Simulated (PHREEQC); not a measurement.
**Sulfide liquor (model solution)**

A solution holds 0.059 mol/kgw NaHS and 0.0031 mol/kgw HCl, at 65 °C. Closed to the air; pH follows from the charge balance.

The numbers come from PHREEQC with the ion-association model, phreeqc.dat.

| Quantity | Value |
|---|---|
| pH | 7.74 |
| ionic strength | 0.0590 mol/kgw |
| specific conductance | 11900 µS/cm |
| density | 0.983 g/cm³ |
| total alkalinity | 55.9 meq/kg |

```json
[
 {"species": "Na+", "molality": "0.0590", "activity": "0.0473", "log γ": "-0.096"},
 {"species": "HS-", "molality": "0.0559", "activity": "0.0439", "log γ": "-0.104"},
 {"species": "H2S", "molality": "0.00312", "activity": "0.00316", "log γ": "0.006"},
 {"species": "Cl-", "molality": "0.00310", "activity": "0.00245", "log γ": "-0.102"},
 {"species": "OH-", "molality": "8.73e-6", "activity": "6.87e-6", "log γ": "-0.104"},
 {"species": "S-2", "molality": "7.83e-6", "activity": "3.26e-6", "log γ": "-0.381"},
 {"species": "H+", "molality": "2.18e-8", "activity": "1.83e-8", "log γ": "-0.077"}
]
```

This is a speciation only: nothing precipitates in the calculation. Complexes and solids missing from the database can't appear. Constants without temperature data keep their 25 °C values here.
